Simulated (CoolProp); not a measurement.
Vapour-liquid equilibrium of ethylene (1) + 1-butene (2) at 259.4 K; x and y are mole fractions of (1).

Computed with CoolProp (multi-fluid Helmholtz-energy mixture model, Smukala 2000 and Lemmon 2005; pair parameters Bell 2016).

| x | bubble pressure (kPa) | y at the bubble point | dew pressure at overall composition x (kPa) | liquid density (mol/L) |
|---|---|---|---|---|
| 0.05 | 193.9 | 0.617 | 79.05 | 11.50 |
| 0.15 | 435.8 | 0.835 | 88.35 | 11.91 |
| 0.25 | 684.2 | 0.899 | 100.1 | 12.33 |
| 0.35 | 939.9 | 0.930 | 115.3 | 12.76 |
| 0.45 | 1204 | 0.949 | 136.0 | 13.19 |
| 0.55 | 1477 | 0.962 | 165.6 | 13.61 |
| 0.65 | 1760 | 0.971 | 211.7 | 14.00 |
| 0.75 | 2056 | 0.979 | 293.1 | 14.33 |
| 0.85 | 2375 | 0.987 | 475.5 | 14.52 |
| 0.95 | 2740 | 0.995 | 1221 | 14.40 |

No azeotrope shows between x = 0.05 and 0.95.

The pair parameters rest on a limited set of measurements; away from them the model extrapolates.
